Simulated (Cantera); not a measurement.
**SiCl4 + C3H8 + H2 (silicon carbide growth)**

A closed system holds: 1 mol SiCl4, 0.099 mol C3H8, 330 mol H2, at 0.670 bar.

Cantera equilibrium calculation (NASA polynomials, part measured and part estimated; ideal gas, pure solids and liquids). Candidate condensed phases: C, C6H6, C7H8, C8H18, Si, SiC; 109 gas species. Mutual solubility and eutectic melting of coexisting phases are not modelled. The tables' values for SiCl, SiCl3 are old estimates; treat these amounts as uncertain. Gases not in the tables: Si2H6 and higher silanes. Equilibrium is a limit: real reactors are often held back by kinetics, nucleation or transport.

From 1298 K to 1598 K the condensed part is Si(s) + SiC(s). From 1698 K to 2198 K the condensed part is Si(l) + SiC(s). At 2298 K the condensed part is SiC(s). From 2398 K to 2498 K nothing is condensed. The main Si-bearing gas is SiCl2 at 1298 K and Si at 2498 K.

| T (K) | x H2 | x H | x HCl | x Si | x SiCl2 | x SiH | x SiH2 | n Si(s) | n SiC(s) | n Si(l) |
|---|---|---|---|---|---|---|---|---|---|---|
| 1298 | 0.989 | 1.30e-6 | 0.0109 | 6.06e-11 | 0.000319 | 4.14e-10 | 7.30e-8 | 0.540 | 0.292 | 0 |
| 1398 | 0.988 | 5.75e-6 | 0.0111 | 1.16e-9 | 0.000369 | 4.77e-9 | 3.61e-7 | 0.563 | 0.292 | 0 |
| 1498 | 0.988 | 2.09e-5 | 0.0112 | 1.50e-8 | 0.000404 | 3.94e-8 | 1.44e-6 | 0.562 | 0.293 | 0 |
| 1598 | 0.988 | 6.46e-5 | 0.0111 | 1.40e-7 | 0.000432 | 2.49e-7 | 4.84e-6 | 0.556 | 0.293 | 0 |
| 1698 | 0.988 | 0.000176 | 0.0111 | 9.80e-7 | 0.000449 | 1.24e-6 | 1.38e-5 | 0 | 0.293 | 0.548 |
| 1798 | 0.988 | 0.000428 | 0.0112 | 4.60e-6 | 0.000395 | 4.30e-6 | 2.92e-5 | 0 | 0.293 | 0.560 |
| 1898 | 0.987 | 0.000949 | 0.0113 | 1.83e-5 | 0.000351 | 1.30e-5 | 5.68e-5 | 0 | 0.292 | 0.558 |
| 1998 | 0.986 | 0.00195 | 0.0114 | 6.35e-5 | 0.000314 | 3.52e-5 | 0.000104 | 0 | 0.290 | 0.530 |
| 2098 | 0.984 | 0.00373 | 0.0114 | 0.000195 | 0.000282 | 8.62e-5 | 0.000178 | 0 | 0.283 | 0.451 |
| 2198 | 0.980 | 0.00674 | 0.0114 | 0.000540 | 0.000254 | 0.000194 | 0.000290 | 0 | 0.260 | 0.263 |
| 2298 | 0.975 | 0.0116 | 0.0114 | 0.00118 | 0.000200 | 0.000351 | 0.000389 | 0 | 0.176 | 0 |
| 2398 | 0.966 | 0.0189 | 0.0114 | 0.00169 | 0.000114 | 0.000421 | 0.000355 | 0 | 0 | 0 |
| 2498 | 0.955 | 0.0298 | 0.0114 | 0.00196 | 5.61e-5 | 0.000415 | 0.000272 | 0 | 0 | 0 |
x: gas mole fraction; n: condensed amount in mol.
